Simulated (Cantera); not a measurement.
An isothermal, constant-pressure homogeneous reactor starts with NO : N2 = 1 : 0.92 (molar parts), at 1998 K and 13300 Pa. Integrator tolerance rtol = 1e-08.

Model: GRI-Mech 3.0 (53 species, 325 reactions), integrated in Cantera.

Task: What does this change do: temperature 1998 to 1525 K?

Result: 
```json
[
 {"quantity": "x(NO) at 2.00 s", "before": "0.289 (gas-phase equilibrium 0.00815)", "after": "0.519 (gas-phase equilibrium 0.00149)"},
 {"quantity": "x(N2O) at 2.00 s", "before": "3.09e-5 (gas-phase equilibrium 1.62e-7)", "after": "8.82e-5 (gas-phase equilibrium 3.21e-8)"},
 {"quantity": "x(O) at 2.00 s", "before": "0.000639 (gas-phase equilibrium 0.000918)", "after": "1.10e-6 (gas-phase equilibrium 7.95e-6)"},
 {"quantity": "x(NO2) at 2.00 s", "before": "0.000135 (gas-phase equilibrium 5.67e-6)", "after": "0.000115 (gas-phase equilibrium 3.00e-6)"},
 {"quantity": "x(O2) at 2.00 s", "before": "0.115 (gas-phase equilibrium 0.256)", "after": "0.000816 (gas-phase equilibrium 0.260)"},
 {"quantity": "x(N2) at 2.00 s", "before": "0.595 (gas-phase equilibrium 0.735)", "after": "0.480 (gas-phase equilibrium 0.739)"}
]
```
